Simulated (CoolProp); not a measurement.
A single-stage vapour-compression cycle with the fluid: evaporating at 232.15 K (dew point), condensing at 268.15 K (bubble point), superheat 2 K, subcooling 0 K, compressor efficiency 0.7, no pressure losses. The same conditions are run with several fluids, on thermodynamics alone (safety and materials aside).

Model: reference Helmholtz-energy equation of state of each fluid (R407C: Lemmon 2003; carbonyl sulfide: Lemmon 2006; R125: Lemmon 2005; R142b: Lemmon 2006; CH3F (R41): Lemmon 2006; R507A: Lemmon 2003), in CoolProp. Blends and air are pseudo-pure fits.

```csv
fluid,cooling COP,pressure ratio,discharge temperature (K),refrigerating effect (kJ/kg),volumetric capacity (kJ/m³)
R407C,3.19,5.91,317.5,196,730
carbonyl sulfide,3.91,3.68,335.8,260,1270
R125,3.73,4.03,284.7,119,1100
R142b,4.00,5.29,300.4,198,234
CH3F (R41),3.64,3.21,327.2,347,3810
R507A,3.79,4.01,289.6,148,1050
```
